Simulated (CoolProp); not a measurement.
CF4 (R14) at 370.94 K and 0.206 MPa flows at 2.2 m/s in a round tube of 25 mm bore and 45 µm roughness, fully developed (64/Re and Nu = 3.66 if laminar; Colebrook and Gnielinski if turbulent). Each further row changes one setting.

Computed with CoolProp (reference Helmholtz-energy equation of state, Platzer 1990). This equation is an older, rougher fit.

```
case              Reynolds number  Darcy friction factor  pressure drop (Pa/m)  heat-transfer coefficient (W/(m² K))  mass flow (kg/h)
----------------  ---------------  ---------------------  --------------------  ------------------------------------  ----------------
as stated                   15600                 0.0307                  17.5                                   ___               ___
velocity 4.4 m/s            31200                 0.0275                   ___                                   ___              45.8
diameter 50 mm              31200                    ___                   ___                                  36.4               ___
```

**Question.** Fill in the missing entries.

**Answer.** 
- as stated, heat-transfer coefficient (W/(m² K)): 42.9
- as stated, mass flow (kg/h): 22.9
- velocity 4.4 m/s, pressure drop (Pa/m): 62.9
- velocity 4.4 m/s, heat-transfer coefficient (W/(m² K)): 78.9
- diameter 50 mm, Darcy friction factor: 0.0256
- diameter 50 mm, pressure drop (Pa/m): 7.29
- diameter 50 mm, mass flow (kg/h): 91.7

Viscosity comes from a separate model (Huber 2003), an estimate that may be off by 10 % or more. Thermal conductivity comes from a separate model (Huber 2003), an estimate that may be off by 10 % or more.
